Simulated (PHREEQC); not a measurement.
A solution holds 0.0015 mol/kgw CO2, at 25 °C. Closed to the air; pH follows from the charge balance.

Model: ion-association model, wateq4f.dat, run in PHREEQC.

| quantity | before | after |
|---|---|---|
| pH | 4.59 | 10.62 |
| ionic strength (mol/kgw) | 2.58e-5 | 0.00406 |
| HCO3- (mol/kgw) | 2.58e-5 | 0.000444 |
| CO3-2 (mol/kgw) | 4.80e-11 | 0.00106 |

Which change was made?
A) 0.00052 mol/kgw NaF added
B) CO2 replaced by K2CO3 at the same molality
C) CO2 from 0.0015 to 0.00165 mol/kgw
D) CO2 replaced by KHCO3 at the same molality
E) CO2 from 0.0015 to 0.00135 mol/kgw

B, CO2 replaced by K2CO3 at the same molality

No solid was allowed to form.
